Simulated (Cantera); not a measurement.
Equilibrium for nitride etching: BN + HF + H2

Feed: 1 mol BN, 1.6 mol HF, a varied amount of H2, equilibrated at 1125 °C and 7.50 Torr.

Cantera equilibrium calculation (NASA polynomials, part measured and part estimated; ideal gas, pure solids and liquids). Candidate condensed phases: B, BN; 31 gas species. The tables' values for BF2 are old estimates; treat these amounts as uncertain. The numbers say what is thermodynamically allowed, not how fast it happens.

| n(H2) (mol) | x H2 | x BF3 | x N2 | x HF | x BHF2 | x BF2 | n BN(s) |
|---|---|---|---|---|---|---|---|
| 3.6 | 0.834 | 0.0939 | 0.0478 | 0.0226 | 0.00130 | 0.000419 | 0.503 |
| 4.9 | 0.866 | 0.0742 | 0.0379 | 0.0204 | 0.00118 | 0.000372 | 0.508 |
| 6.8 | 0.895 | 0.0565 | 0.0289 | 0.0181 | 0.00105 | 0.000325 | 0.514 |
| 9.5 | 0.919 | 0.0420 | 0.0216 | 0.0159 | 0.000913 | 0.000280 | 0.521 |
| 13 | 0.938 | 0.0312 | 0.0161 | 0.0138 | 0.000795 | 0.000241 | 0.529 |
| 18 | 0.953 | 0.0227 | 0.0118 | 0.0119 | 0.000682 | 0.000205 | 0.538 |
| 25 | 0.964 | 0.0162 | 0.00847 | 0.0101 | 0.000579 | 0.000173 | 0.550 |
| 35 | 0.974 | 0.0113 | 0.00597 | 0.00851 | 0.000485 | 0.000145 | 0.563 |
| 48 | 0.980 | 0.00800 | 0.00427 | 0.00719 | 0.000409 | 0.000121 | 0.577 |
| 66 | 0.985 | 0.00558 | 0.00302 | 0.00603 | 0.000342 | 0.000101 | 0.592 |
| 91 | 0.989 | 0.00384 | 0.00211 | 0.00503 | 0.000283 | 8.36e-5 | 0.610 |
x: gas mole fraction; n: condensed amount in mol.

From 3.6 mol H2 to 91 mol H2 the condensed part is BN(s). The main B-bearing gas is BF3 throughout. The share of B in condensed phases is highest at 91 mol H2 (61.0 %) and lowest at 3.6 mol H2 (50.3 %).
